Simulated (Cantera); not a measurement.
Cantera with NASA thermochemical tables; ideal gases at 1 bar, condensed phases pure. Values are per mole of reaction as written; species without (g) are pure solids or liquids, kept so even where they would boil at 1 bar. VN: taken at fixed stoichiometry.

**Question.** Between 775 and 1375 K, where is each reaction favourable under standard conditions?
- 2 VN + 3 H2O(g) ⇌ N2(g) + V2O3 + 3 H2(g)
- 2 N2O(g) + VN ⇌ 5 N(g) + VO2(g)

**Answer.** 
- 2 VN + 3 H2O(g) ⇌ N2(g) + V2O3 + 3 H2(g): ΔG° is -102 kJ at 775 K and -157 kJ at 1375 K; it stays negative (K > 1). ΔH° is -22 kJ and ΔS° 98 J/K at 1375 K.
- 2 N2O(g) + VN ⇌ 5 N(g) + VO2(g): ΔG° is 1749 kJ at 775 K and 1407 kJ at 1375 K; it stays positive (K < 1). ΔH° is 2188 kJ and ΔS° 568 J/K at 1375 K.
